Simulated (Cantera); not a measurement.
## NO annealing gas

An isothermal, constant-pressure homogeneous reactor starts with 89.3 % NO, 10.7 % N2, at 2150 K and 0.280 bar.

Model: GRI-Mech 3.0 (53 species, 325 reactions), integrated in Cantera.

```
t (s)       x NO      x O2   x N2     x N2O     x NO2       x O
--------  ------  --------  -----  --------  --------  --------
3.00e-5    0.893   2.35e-7  0.107   2.09e-5   1.29e-6   2.07e-5
9.27e-5    0.893   2.26e-6  0.107   6.11e-5   9.43e-6   6.15e-5
0.000286   0.892   2.55e-5  0.107  0.000160   4.88e-5  0.000187
0.000884   0.891  0.000333  0.108  0.000309  0.000139  0.000475
0.00273    0.887   0.00224  0.110  0.000361  0.000176  0.000603
0.00844    0.874   0.00857  0.116  0.000347  0.000201  0.000673
0.0261     0.834    0.0286  0.136  0.000306  0.000259  0.000852
0.0805     0.708    0.0910  0.199  0.000206  0.000346   0.00125
0.249      0.402     0.244  0.352   5.98e-5  0.000313   0.00188
0.769     0.0868     0.401  0.509   2.83e-6   8.66e-5   0.00236
2.37      0.0175     0.436  0.544   3.72e-7   1.81e-5   0.00245
7.34      0.0136     0.438  0.546   3.33e-7   1.41e-5   0.00246
22.7      0.0136     0.438  0.546   3.33e-7   1.41e-5   0.00246
70.0      0.0136     0.438  0.546   3.33e-7   1.41e-5   0.00246
```
x: mole fraction; the columns are a selection and need not sum to one.

Equilibrium at this temperature and pressure: NO 0.0136, O2 0.438, N2 0.546, N2O 3.33e-7, NO2 1.41e-5, O 0.00246 (gas phase only).
